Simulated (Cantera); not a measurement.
An isothermal plug-flow reactor at 675 K and 0.770 bar (inlet), inlet velocity 0.1 m/s, active area per volume 740 1/m; feed CO : O2 : N2 : H2O = 0.007 : 0.15 : 0.79 : 0.06 (molar parts), equivalence ratio 0.023.

Cantera simulation using Deutschmann's 1995 Pt surface mechanism with GRI-Mech 3.0 gas chemistry; the numbers are that mechanism's predictions, not measurements. Catalytic surfaces can have several steady states; this one follows from the mechanism file's or the stated starting coverage. Mass transfer to the wall is taken as infinitely fast.

Q: What does this change do: pressure from 0.770 bar to 1.70 bar?

A: 
| quantity | before | after |
|---|---|---|
| x(CO) at z = 0.011 m | 0.00276 | 0.00412 |
| x(O2) at z = 0.011 m | 0.147 | 0.148 |
| x(H2O) at z = 0.011 m | 0.0597 | 0.0597 |
| x(CO2) at z = 0.011 m | 0.00421 | 0.00285 |
| θ(free Pt) at the exit | 0.00523 | 0.00399 |
| θ(O*) at the exit | 0.991 | 0.991 |
| θ(OH*) at the exit | 0.00360 | 0.00467 |

Q: What does this change do: area per volume 740 to 260 1/m?

A: 
| quantity | before | after |
|---|---|---|
| x(CO) at z = 0.011 m | 0.00276 | 0.00453 |
| x(O2) at z = 0.011 m | 0.147 | 0.148 |
| x(H2O) at z = 0.011 m | 0.0597 | 0.0597 |
| x(CO2) at z = 0.011 m | 0.00421 | 0.00243 |
| θ(free Pt) at the exit | 0.00523 | 0.00615 |
| θ(O*) at the exit | 0.991 | 0.990 |
| θ(OH*) at the exit | 0.00360 | 0.00390 |
